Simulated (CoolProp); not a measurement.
The numbers come from the reference Helmholtz-energy equation of state, Gedanitz 2015 in CoolProp.

Question: For cyclopentane, give the phase and the Z, cp (kJ/(kg K)), Joule-Thomson coefficient (K/MPa) at 191.15 °C and 332 kPa.

Answer: 
- 191.15 °C and 332 kPa: gas; Z 0.964, cp 2.03, Joule-Thomson coefficient 9.77
